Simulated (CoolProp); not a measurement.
The fluid at 294.72 K and 0.0735 MPa (gas) is heated at constant pressure to 422.8 K. The same conditions are run with several fluids, on thermodynamics alone (safety and materials aside).

Computed with CoolProp (reference Helmholtz-energy equation of state of each fluid (R1224YDZ: Akasaka 2023; R227EA: Lemmon 2016; trans-2-butene: Lemmon 2005; dimethyl ether: Wu 2011; n-butane: Bücker 2006)).

```json
[
 {"fluid": "R1224YDZ", "heat (kJ/kg)": "111", "final density (kg/m³)": "3.13"},
 {"fluid": "R227EA", "heat (kJ/kg)": "115", "final density (kg/m³)": "3.58"},
 {"fluid": "trans-2-butene", "heat (kJ/kg)": "231", "final density (kg/m³)": "1.18"},
 {"fluid": "dimethyl ether", "heat (kJ/kg)": "208", "final density (kg/m³)": "0.967"},
 {"fluid": "n-butane", "heat (kJ/kg)": "253", "final density (kg/m³)": "1.22"}
]
```
